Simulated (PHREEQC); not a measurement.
A column of 0.5 m (40 cells, dispersivity 0.018 m, 300 s a shift, diffusion coefficient 3e-10 m²/s) holds 0.0024 eq of the database's cation exchanger X per kg of pore water, first in equilibrium with 0.0043 mol KCl, 0.00039 mol MgCl2 and 1e-05 mol HCl per kg of water. It is flushed with 0.00037 mol/kgw Na2SO4, 0.00049 mol/kgw CdCl2 and 1e-05 mol/kgw HCl, at 25 °C. Values are for the last cell. CO2 from the air is kept out. No solid was allowed to form.

Base run: PHREEQC, ion-association model, phreeqc.dat. Each further column changes one thing. The table gives Cd in solution (mol/kgw).

```tsv
pore volumes	base	exchange capacity from 0.0024 to 0.0012 eq/kgw	dispersivity from 0.018 to 0.036 m
0	0	0	0
0.4625	0	3.12e-12	2.59e-12
0.9125	2.42e-12	2.35e-8	1.23e-9
1.363	1.98e-12	8.85e-7	3.01e-9
1.812	9.26e-10	8.16e-5	4.51e-7
2.263	5.92e-6	0.000303	2.31e-5
2.712	6.08e-5	0.000432	0.000109
3.163	0.000189	0.000474	0.000225
3.612	0.000328	0.000486	0.000325
4.062	0.000417	0.000489	0.000393
4.513	0.000459	0.000490	0.000435
4.963	0.000478	0.000490	0.000459
```
